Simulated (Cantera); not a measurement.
An adiabatic, constant-pressure homogeneous reactor starts with 6.25 % CH4, 0.875 % C2H6, 1.12 % C3H8, 19.2 % O2, 72.5 % N2, equivalence ratio 1.1, at 1725 K and 4.15 atm.

Cantera simulation using GRI-Mech 3.0 (53 species, 325 reactions); the numbers are that mechanism's predictions, not measurements. GRI-Mech 3.0 was tuned for natural gas; its chemistry of propane as a main component is partial and can be far from experiment.

Problem. Predict: time of steepest temperature rise; temperature at 0.100 s; equilibrium temperature; x(CH2O) at 0.100 s.

Solution. 
- time of steepest temperature rise = 10.7 µs
- temperature at 0.100 s = 2953 K
- equilibrium temperature = 2953 K
- x(CH2O) at 0.100 s = 2.34e-9 (gas-phase equilibrium 2.34e-9)
